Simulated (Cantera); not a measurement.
Feed: 1 mol SiH2Cl2, 0.25 mol H2O, equilibrated at 948.15 K and 1.00 Torr.

Cantera equilibrium calculation (NASA polynomials, part measured and part estimated; ideal gas, pure solids and liquids). Candidate condensed phases: H2O, Si, SiO2; 30 gas species. The tables' values for SiCl3 are old estimates; treat these amounts as uncertain. Rates play no part.

Base state: H2 0.678, SiCl4 0.253, HCl 0.0413, SiHCl3 0.0187, SiCl3 0.00536, SiCl2 0.00383, SiH2Cl2 0.000140 (mole fractions); condensed: Si(s) + SiO2(β-quartz).

Task: What changes in the equilibrium state with this change: SiH2Cl2 replaced by Si2H6?

Result: 
```csv
species,before,after
H2,0.678,1.00
SiCl4,0.253,0
HCl,0.0413,0
SiHCl3,0.0187,0
SiCl3,0.00536,0
SiCl2,0.00383,0
SiH2Cl2,0.000140,0
"Si(s), mol",0.379,1.88
"SiO2(β-quartz), mol",0.125,0.125
```
The feed counts by its element totals alone.
